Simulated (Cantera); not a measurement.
Charge: 1 mol borazine, 5.4 mol H₂, 5.2 mol O₂, at 2100 Pa.

Method: chemical equilibrium by Gibbs-energy minimisation in Cantera with the NASA 1993 tables (ideal gas, pure condensed phases). Candidate condensed phases: B, BN, B₂O₃, B₃O₃H₃, H₂O; 39 gas species. The feed counts by its element totals alone. Gases not in the tables: H₃BO₃. Kinetics and transport are ignored.

**Question.** Which condensed phases are stable at each of these points (T (K)): 1575, 1625, 1675, 1725, 1775, 1825, 1875, 1925, 1975, 2025?

**Answer.** 
```json
[
 {"T (K)": "1575", "condensed phases": "B₂O₃(l)", "B condensed (%)": "20.4"},
 {"T (K)": "1625", "condensed phases": "gas only", "B condensed (%)": "0.0"},
 {"T (K)": "1675", "condensed phases": "gas only", "B condensed (%)": "0.0"},
 {"T (K)": "1725", "condensed phases": "gas only", "B condensed (%)": "0.0"},
 {"T (K)": "1775", "condensed phases": "gas only", "B condensed (%)": "0.0"},
 {"T (K)": "1825", "condensed phases": "gas only", "B condensed (%)": "0.0"},
 {"T (K)": "1875", "condensed phases": "gas only", "B condensed (%)": "0.0"},
 {"T (K)": "1925", "condensed phases": "gas only", "B condensed (%)": "0.0"},
 {"T (K)": "1975", "condensed phases": "gas only", "B condensed (%)": "0.0"},
 {"T (K)": "2025", "condensed phases": "gas only", "B condensed (%)": "0.0"}
]
```

At 1575 K the condensed part is B₂O₃(l). From 1625 K to 2025 K nothing is condensed.
